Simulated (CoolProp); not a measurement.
A single-stage vapour-compression cycle with the fluid: evaporating at 268.15 K (dew point), condensing at 320.15 K (bubble point), superheat 2 K, subcooling 5 K, compressor efficiency 0.75, no pressure losses. The same conditions are run with several fluids, on thermodynamics alone (safety and materials aside).

Computed with CoolProp (reference Helmholtz-energy equation of state of each fluid (R1233zd(E): Akasaka 2022; R227EA: Lemmon 2016; R1224YDZ: Akasaka 2023; R21: Platzer 1990; R407C: Lemmon 2003; R11: Jacobsen 1992)). The equations of Platzer and Polt are older, rougher fits. Blends and air are pseudo-pure fits.

Rank R1233zd(E), R227EA, R1224YDZ, R21, R407C, R11 by cooling COP, highest first.

R11 (3.39), R21 (3.36), R1233zd(E) (3.27), R1224YDZ (3.19), R227EA (2.76), R407C (2.61)

| fluid | pressure ratio | discharge temperature (K) | refrigerating effect (kJ/kg) | volumetric capacity (kJ/m³) |
|---|---|---|---|---|
| R1233zd(E) | 6.93 | 334.2 | 151 | 348 |
| R227EA | 5.25 | 320.1 | 73.5 | 962 |
| R1224YDZ | 6.88 | 328.4 | 127 | 379 |
| R21 | 6.35 | 371.6 | 199 | 534 |
| R407C | 5.36 | 354.4 | 145 | 2380 |
| R11 | 6.69 | 350.3 | 151 | 304 |

The compression ends wet for: R227EA.
